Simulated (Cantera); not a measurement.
Charge: 1 mol Si3N4, 0.09 mol CO2, 510 mol N2, equilibrated at 0.590 bar.

Cantera equilibrium calculation (NASA polynomials, part measured and part estimated; ideal gas, pure solids and liquids). Candidate condensed phases: C, Si, SiC, SiO2, Si2N2O, Si3N4; 34 gas species. Mutual solubility and eutectic melting of coexisting phases are not modelled. The numbers say what is thermodynamically allowed, not how fast it happens.

**Question.** Which condensed phases are stable at each of these points (T (K)): 1173, 1248, 1323, 1398, 1473, 1548, 1623?

**Answer.** 
| T (K) | condensed phases | Si condensed (%) |
|---|---|---|
| 1173 | C(graphite) + Si2N2O(s) + Si3N4(s) | 100.0 |
| 1248 | C(graphite) + Si2N2O(s) + Si3N4(s) | 100.0 |
| 1323 | C(graphite) + Si2N2O(s) + Si3N4(s) | 100.0 |
| 1398 | C(graphite) + Si2N2O(s) + Si3N4(s) | 100.0 |
| 1473 | C(graphite) + Si2N2O(s) + Si3N4(s) | 100.0 |
| 1548 | Si2N2O(s) + Si3N4(s) | 100.0 |
| 1623 | Si2N2O(s) + Si3N4(s) | 100.0 |

From 1173 K to 1473 K the condensed part is C(graphite) + Si2N2O(s) + Si3N4(s). From 1548 K to 1623 K the condensed part is Si2N2O(s) + Si3N4(s).
